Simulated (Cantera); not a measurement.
Charge: 1 mol SiH₄, 0.016 mol C₂H₂, 12 mol H₂, held at 1223 K and 0.230 bar.

Cantera equilibrium calculation (NASA polynomials, part measured and part estimated; ideal gas, pure solids and liquids). Candidate condensed phases: C, C₆H₆, C₇H₈, C₈H₁₈, Si, SiC; 87 gas species. Mutual solubility and eutectic melting of coexisting phases are not modelled. Kinetics and transport are ignored.

What is the equilibrium state?


```json
{
  "x(H₂)": "1.000",
  "x(CH₄)": "5.93e-6",
  "n(Si(s))": "0.968 mol",
  "n(SiC(s))": "0.0319 mol",
  "gas_amount": "14.02 mol",
  "log10 activity of C(graphite) (absent)": "-2.71"
}
```
